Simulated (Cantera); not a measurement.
# Adiabatic ignition

An adiabatic, constant-pressure homogeneous reactor starts with 6.57 % CH₄, 19.6 % O₂, 73.6 % N₂, 0.184 % CO₂, equivalence ratio 0.67, at 1600 K and 0.395 atm.

Cantera simulation using GRI-Mech 3.0 (53 species, 325 reactions); the numbers are that mechanism's predictions, not measurements.

```json
[
 {"t (s)": "1.00e-6", "T (K)": "1600", "x CH₄": "0.0657", "x O₂": "0.196", "x CH₃": "1.37e-7", "x CO₂": "0.00184", "x OH": "9.20e-9"},
 {"t (s)": "3.71e-6", "T (K)": "1600", "x CH₄": "0.0657", "x O₂": "0.196", "x CH₃": "6.49e-7", "x CO₂": "0.00184", "x OH": "4.10e-8"},
 {"t (s)": "1.38e-5", "T (K)": "1600", "x CH₄": "0.0657", "x O₂": "0.196", "x CH₃": "2.94e-6", "x CO₂": "0.00184", "x OH": "6.44e-8"},
 {"t (s)": "5.12e-5", "T (K)": "1600", "x CH₄": "0.0657", "x O₂": "0.196", "x CH₃": "1.30e-5", "x CO₂": "0.00184", "x OH": "1.34e-7"},
 {"t (s)": "0.000190", "T (K)": "1600", "x CH₄": "0.0656", "x O₂": "0.196", "x CH₃": "7.52e-5", "x CO₂": "0.00184", "x OH": "5.79e-7"},
 {"t (s)": "0.000707", "T (K)": "1612", "x CH₄": "0.0615", "x O₂": "0.194", "x CH₃": "0.00111", "x CO₂": "0.00187", "x OH": "2.11e-5"},
 {"t (s)": "0.00263", "T (K)": "2566", "x CH₄": "<1e-12", "x O₂": "0.0666", "x CH₃": "<1e-12", "x CO₂": "0.0478", "x OH": "0.0190"},
 {"t (s)": "0.00976", "T (K)": "2579", "x CH₄": "<1e-12", "x O₂": "0.0635", "x CH₃": "<1e-12", "x CO₂": "0.0489", "x OH": "0.0181"},
 {"t (s)": "0.0362", "T (K)": "2573", "x CH₄": "<1e-12", "x O₂": "0.0611", "x CH₃": "<1e-12", "x CO₂": "0.0490", "x OH": "0.0176"},
 {"t (s)": "0.135", "T (K)": "2573", "x CH₄": "<1e-12", "x O₂": "0.0610", "x CH₃": "<1e-12", "x CO₂": "0.0491", "x OH": "0.0176"},
 {"t (s)": "0.500", "T (K)": "2573", "x CH₄": "<1e-12", "x O₂": "0.0610", "x CH₃": "<1e-12", "x CO₂": "0.0491", "x OH": "0.0176"}
]
```
x: mole fraction; the columns are a selection and need not sum to one.

| Quantity | Result |
|---|---|
| time of steepest temperature rise | 0.936 ms |
| temperature at 0.500 s | 2573 K |
| equilibrium temperature | 2573 K |
| x(CH₄) at 0.500 s | <1e-12 (gas-phase equilibrium <1e-12) |
| x(O₂) at 0.500 s | 0.0610 (gas-phase equilibrium 0.0610) |
| x(CH₃) at 0.500 s | <1e-12 (gas-phase equilibrium <1e-12) |
